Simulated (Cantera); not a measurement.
A freely propagating, adiabatic, planar premixed flame of 37.1 % H2, 13.2 % O2, 49.7 % N2, equivalence ratio 1.4, unburnt at 375 K and 1.00 bar; mixture-averaged transport, grid criteria slope 0.08 and curve 0.16, no radiation.

Model: the H2/O2 subset of GRI-Mech 3.0, which has no nitrogen chemistry, integrated in Cantera. Burning velocities carry a grid error of a few per cent, more on coarse grids.

x: mole fraction of selected species; z is measured from the peak of heat release.

```csv
z (mm),T (K),u (m/s),x H2,x O2,x OH,x H2O2,x H,x H2O
-1.10,375,4.19,0.371,0.132,<1e-8,<1e-8,<1e-8,<1e-8
-0.733,375,4.19,0.371,0.132,<1e-8,<1e-8,<1e-8,<1e-8
-0.550,375,4.19,0.371,0.132,<1e-8,<1e-8,<1e-8,<1e-8
-0.367,375,4.19,0.371,0.132,<1e-8,<1e-8,<1e-8,5.51e-8
-0.183,389,4.32,0.366,0.133,1.14e-5,5.40e-6,6.07e-6,0.000241
-0.0917,669,7.21,0.330,0.128,0.00115,8.18e-5,0.00448,0.0204
0,1141,11.9,0.235,0.0941,0.00228,7.99e-6,0.0346,0.0996
0.0917,1463,15.1,0.140,0.0372,0.00616,2.56e-6,0.0668,0.205
0.183,1616,16.5,0.107,0.0137,0.00847,1.64e-6,0.0734,0.249
0.367,1762,17.9,0.102,0.00619,0.0101,9.24e-7,0.0643,0.265
0.733,1905,19.1,0.106,0.00422,0.0106,4.80e-7,0.0499,0.272
1.47,2041,20.3,0.110,(withheld),0.00988,(withheld),(withheld),0.281
2.93,2155,21.3,0.113,(withheld),(withheld),(withheld),(withheld),0.288
```

### Question
Complete the blanks.

### Answer

- 1.47, x O2: 0.00262
- 1.47, x H2O2: 2.51e-7
- 1.47, x H: 0.0362
- 2.93, x O2: 0.00139
- 2.93, x OH: 0.00817
- 2.93, x H2O2: 1.37e-7
- 2.93, x H: 0.0246
